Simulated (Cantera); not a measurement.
Input: 1 mol TiO₂, 1.1 mol CH₄, 0.013 mol CO, held at 1600 K.

These are equilibrium values from Cantera (NASA tables, ideal gas, pure condensed phases), not measurements of a reactor. Candidate condensed phases: C, C₆H₆, C₇H₈, C₈H₁₈, H₂O, Ti, TiC, TiO, TiO₂, Ti₂O₃, Ti₃O₅, Ti₄O₇; 113 gas species. Mutual solubility and eutectic melting of coexisting phases are not modelled. TiC, TiO: taken at fixed stoichiometry. Condensed phases not in the tables: solid solutions among these carbides, nitrides and lower oxides. Equilibrium is a limit: real reactors are often held back by kinetics, nucleation or transport.

x: gas mole fraction; n: condensed amount in mol.

```tsv
P (Pa)	x H₂	x CO	x CH₄	x H	x H₂O	x CO₂	x C₂H₂ (acetylene)	n TiC(s)	n TiO(s)	n Ti₂O₃(s)	n C(graphite)	n Ti₃O₅(s)
10	0.670	0.325	1.69e-10	0.00445	8.28e-6	1.34e-6	9.77e-11	0.0500	0.950	0	0	0
68	0.714	0.284	3.46e-9	0.00176	1.97e-5	2.61e-6	7.32e-10	0.240	0	0.380	0	0
460	0.715	0.284	___	___	___	___	___	0.240	0	0.380	0	0
3200	0.716	0.284	1.65e-6	0.000257	9.23e-5	1.22e-5	7.47e-8	0.240	0	0.380	0	0
22000	0.716	0.284	___	___	___	___	___	0.240	0	0.380	0	0
150000	0.715	0.284	0.000775	3.75e-5	0.000430	5.67e-5	7.54e-6	0.240	0	0.380	0	0
1000000	0.850	0.137	0.0118	1.59e-5	0.00102	5.43e-5	2.34e-5	0	0	0	0.739	0.333
```

What belongs in the gaps?


- 22000, x CH₄: 3.60e-5
- 22000, x H: 9.81e-5
- 22000, x H₂O: 0.000200
- 22000, x CO₂: 2.64e-5
- 22000, x C₂H₂ (acetylene): 7.55e-7
- 460, x CH₄: 7.39e-8
- 460, x H: 0.000678
- 460, x H₂O: 4.25e-5
- 460, x CO₂: 5.61e-6
- 460, x C₂H₂ (acetylene): 7.28e-9
